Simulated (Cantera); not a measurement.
A Cantera script and its output.

```python
import numpy as np
import cantera as ct

gas = ct.Solution("gri30.yaml")
gas.TPX = 500, 500000, {'CH4': 1, 'O2': 2.38, 'N2': 8.95, 'H2': 0.56}
flame = ct.FreeFlame(gas, width=0.013)
flame.set_refine_criteria(ratio=3, slope=0.08, curve=0.16)
flame.transport_model = "mixture-averaged"
flame.solve(loglevel=0, auto=True)
z, T = flame.grid, flame.T
thick = (T[-1] - T[0]) / np.gradient(T, z).max()
show = ['CH4', 'O2', 'HO2', 'NO', 'H2', 'CH2O']
print(f"laminar burning velocity  {flame.velocity[0] * 100:.3f} cm/s")
print(f"burnt temperature         {T[-1]:.1f} K")
print(f"thermal thickness         {thick * 1e3:.4f} mm")
print(f"grid points               {len(z)}")
z0 = z[flame.heat_release_rate.argmax()]
print(f"{'z/mm':>9s}{'T/K':>9s}{'u/(m/s)':>9s}" + "".join(f"{s:>11s}" for s in show))
rows = []
for k in (-3, -2, -1.5, -1, -0.5, -0.25, 0, 0.25, 0.5, 1, 2, 4, 8):
    zz = z0 + k * thick
    rows.append([k * thick, np.interp(zz, z, T), np.interp(zz, z, flame.velocity),
                 *(np.interp(zz, z, flame.X[gas.species_index(s)]) for s in show)])
    print(f"{rows[-1][0] * 1e3:9.3f}{rows[-1][1]:9.1f}{rows[-1][2]:9.3f}" + "".join(f"{x:11.3e}" for x in rows[-1][3:]))
```

Result:

```
laminar burning velocity  64.742 cm/s
burnt temperature         2357.1 K
thermal thickness         0.0976 mm
grid points               141
     z/mm      T/K  u/(m/s)        CH4         O2        HO2         NO         H2       CH2O
   -0.293    500.3    0.647  7.764e-02  1.848e-01  6.859e-08  2.075e-10  4.256e-02  8.541e-08
   -0.195    504.3    0.651  7.760e-02  1.850e-01  1.288e-06  4.035e-09  4.060e-02  2.388e-06
   -0.146    516.3    0.666  7.715e-02  1.847e-01  5.679e-06  1.866e-08  3.832e-02  1.265e-05
   -0.098    587.1    0.756  7.378e-02  1.809e-01  4.014e-05  1.619e-07  3.378e-02  1.140e-04
   -0.049    992.8    1.282  5.259e-02  1.484e-01  2.582e-04  2.720e-06  2.645e-02  1.005e-03
   -0.024   1416.0    1.838  2.908e-02  1.078e-01  2.908e-04  7.278e-06  2.249e-02  1.241e-03
    0.000   1827.2    2.380  6.574e-03  6.085e-02  1.433e-04  1.442e-05  1.739e-02  5.552e-04
    0.024   2014.1    2.617  3.690e-04  3.438e-02  3.617e-05  2.334e-05  1.155e-02  7.088e-05
    0.049   2090.6    2.704  1.081e-05  2.570e-02  1.988e-05  2.981e-05  9.043e-03  2.867e-06
    0.098   2177.6    2.801  1.815e-08  2.031e-02  1.172e-05  3.808e-05  7.407e-03  6.230e-09
    0.195   2258.9    2.893  6.574e-13  1.652e-02  6.380e-06  4.964e-05  5.463e-03  1.224e-10
    0.391   2316.3    2.956  4.601e-16  1.384e-02  3.691e-06  6.618e-05  3.719e-03  5.816e-11
    0.781   2346.8    2.989  6.220e-17  1.231e-02  2.639e-06  9.094e-05  2.711e-03  3.162e-11
```

Detailed kinetics in Cantera: GRI-Mech 3.0 (53 species, 325 reactions). Burning velocities carry a grid error of a few per cent, more on coarse grids.
